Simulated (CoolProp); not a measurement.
Properties of water along the isobar 692 bar (Tc = 647.1 K, pc = 220.6 bar, ω = 0.344).

Values from CoolProp's reference Helmholtz-energy equation of state, Wagner 2002.

```tsv
T (K)	phase	density (kg/m³)	speed of sound (m/s)	viscosity (µPa s)	Prandtl number	fugacity coefficient
301.6	liquid	1025	…	…	5.15	9.160e-5
308.4	liquid	1022	1637	724	4.46	0.0001333
315.2	liquid	…	1650	641	3.90	0.0001903
322	liquid	…	1660	572	3.45	0.0002671
328.8	liquid	1013	1668	515	3.07	0.0003690
335.6	liquid	1010	…	467	2.76	0.0005022
342.4	liquid	1006	1679	426	2.50	0.0006737
349.2	liquid	1003	…	391	2.27	…
356	liquid	998.7	1683	360	…	0.001166
```

Problem. What belongs in the gaps?

Solution. 
- 301.6, speed of sound (m/s): 1621
- 301.6, viscosity (µPa s): 827
- 315.2, density (kg/m³): 1020
- 322, density (kg/m³): 1017
- 335.6, speed of sound (m/s): 1675
- 349.2, speed of sound (m/s): 1682
- 349.2, fugacity coefficient: 0.0008919
- 356, Prandtl number: 2.08

Viscosity comes from a separate model (Huber 2009). Thermal conductivity comes from a separate model (Huber 2012).
